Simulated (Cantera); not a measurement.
## Abatement and gas-phase synthesis: H2O

Feed: 1 mol H2O, equilibrated at 2050 K.

Equilibrium computed with Cantera from the NASA thermochemical tables; the gas is ideal and each condensed phase is pure. Candidate condensed phases: H2O; 9 gas species. The ideal-gas law is rough above about 30 bar. Equilibrium is a limit: real reactors are often held back by kinetics, nucleation or transport.

```csv
P (Pa),log p H2O,log p H2,log p H,log p O2,log p OH,log p O,log p H2O2,log p HO2
10,-4.17,-4.92,-5.11,-5.25,-5.31,-5.64,-12.45,-10.48
120,-2.98,-4.12,-4.70,-4.49,-4.53,-5.26,-10.88,-9.31
1400,-1.88,-3.38,-4.33,-3.76,-3.80,-4.89,-9.41,-8.21
17000,-0.78,-2.64,-3.97,-3.03,-3.06,-4.53,-7.94,-7.12
210000,0.32,-1.91,-3.60,-2.30,-2.33,-4.16,-6.48,-6.02
2500000,1.40,-1.19,-3.24,-1.58,-1.61,-3.80,-5.04,-4.94
30000000,2.48,-0.47,-2.88,-0.86,-0.89,-3.44,-3.60,-3.86
```
log p: log10 of the partial pressure in bar; nothing condenses.

From 10.0 Pa to 3.00e7 Pa nothing is condensed.
